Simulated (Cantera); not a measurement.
A perfectly stirred reactor is fed with H2 : O2 : N2 = 1.7 : 1 : 1.6 (molar parts), equivalence ratio 0.85, at 1.00 bar; it is held at 1225 K, and followed from long to short residence time.

Computed with Cantera and GRI-Mech 3.0 (53 species, 325 reactions). The temperature is held fixed by assumption; the heat of reaction is taken as removed at once.

x: mole fraction; the columns are a selection and need not sum to one.

| τ (s) | x H2 | x O2 | x OH | x H | x H2O | x N2O |
|---|---|---|---|---|---|---|
| 8.6 | 0.000180 | 0.0436 | 2.09e-5 | 3.03e-7 | 0.493 | 1.36e-7 |
| 2.4 | 0.000443 | 0.0437 | 3.00e-5 | 1.04e-6 | 0.492 | 2.19e-7 |
| 0.69 | 0.000945 | 0.0439 | 4.80e-5 | 3.42e-6 | 0.492 | 2.58e-7 |
| 0.19 | [?] | 0.0443 | [?] | [?] | 0.490 | 2.53e-7 |
| 0.055 | 0.00331 | 0.0450 | 0.000165 | 3.88e-5 | 0.488 | 2.27e-7 |
| 0.015 | [?] | 0.0462 | [?] | [?] | 0.485 | [?] |
| 0.0044 | 0.0109 | 0.0484 | 0.000586 | 0.000433 | 0.478 | 1.48e-7 |
| 0.0012 | 0.0207 | 0.0531 | 0.00105 | 0.00142 | 0.465 | 1.06e-7 |

Problem. What belongs in the gaps?

Solution. 
- 0.19, x H2: 0.00185
- 0.19, x OH: 8.71e-5
- 0.19, x H: 1.18e-5
- 0.015, x H2: 0.00603
- 0.015, x OH: 0.000324
- 0.015, x H: 0.000135
- 0.015, x N2O: 1.89e-7
